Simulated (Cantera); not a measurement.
Gas activation for diamond growth

An isothermal, constant-pressure homogeneous reactor starts with 1.86 % CH4, 97.9 % H2, 0.255 % CO2, at 2348 K and 0.0132 atm.

Cantera simulation using GRI-Mech 3.0 (53 species, 325 reactions); the numbers are that mechanism's predictions, not measurements. GRI-Mech 3.0 stops at C3 and has no aromatics, soot or wall deposition, so with more carbon than oxygen in the feed, carbon stays in small species such as C2H2 where larger ones or solid carbon would form. Radical loss at walls, strong at low pressure, is not modelled.

```json
[
 {"t (s)": "1.00e-6", "x CH4": "0.0186", "x H2": "0.979", "x CO2": "0.00255", "x O": "3.86e-11", "x H2O": "6.60e-11"},
 {"t (s)": "4.92e-6", "x CH4": "0.0186", "x H2": "0.979", "x CO2": "0.00254", "x O": "6.53e-11", "x H2O": "4.34e-9"},
 {"t (s)": "2.42e-5", "x CH4": "0.0185", "x H2": "0.979", "x CO2": "0.00254", "x O": "6.77e-11", "x H2O": "1.66e-7"},
 {"t (s)": "0.000119", "x CH4": "0.0183", "x H2": "0.978", "x CO2": "0.00254", "x O": "1.18e-10", "x H2O": "4.91e-6"},
 {"t (s)": "0.000585", "x CH4": "0.0172", "x H2": "0.975", "x CO2": "0.00242", "x O": "1.51e-9", "x H2O": "0.000121"},
 {"t (s)": "0.00288", "x CH4": "0.0115", "x H2": "0.964", "x CO2": "0.000852", "x O": "5.42e-8", "x H2O": "0.00163"},
 {"t (s)": "0.0141", "x CH4": "0.00144", "x H2": "0.957", "x CO2": "1.09e-6", "x O": "2.12e-7", "x H2O": "0.00222"},
 {"t (s)": "0.0695", "x CH4": "0.000179", "x H2": "0.946", "x CO2": "8.35e-7", "x O": "2.59e-7", "x H2O": "0.00125"},
 {"t (s)": "0.342", "x CH4": "1.24e-5", "x H2": "0.920", "x CO2": "5.07e-9", "x O": "3.29e-9", "x H2O": "5.53e-6"},
 {"t (s)": "1.68", "x CH4": "2.63e-6", "x H2": "0.889", "x CO2": "1.57e-12", "x O": "2.45e-12", "x H2O": "1.70e-9"},
 {"t (s)": "8.27", "x CH4": "2.50e-6", "x H2": "0.886", "x CO2": "1.50e-12", "x O": "2.45e-12", "x H2O": "1.61e-9"},
 {"t (s)": "40.7", "x CH4": "2.50e-6", "x H2": "0.886", "x CO2": "1.50e-12", "x O": "2.45e-12", "x H2O": "1.61e-9"},
 {"t (s)": "200", "x CH4": "2.50e-6", "x H2": "0.886", "x CO2": "1.50e-12", "x O": "2.45e-12", "x H2O": "1.61e-9"}
]
```
x: mole fraction; the columns are a selection and need not sum to one.

Equilibrium at this temperature and pressure: CH4 2.52e-6, H2 0.886, CO2 1.51e-12, O 2.47e-12, H2O 1.62e-9 (gas phase only).
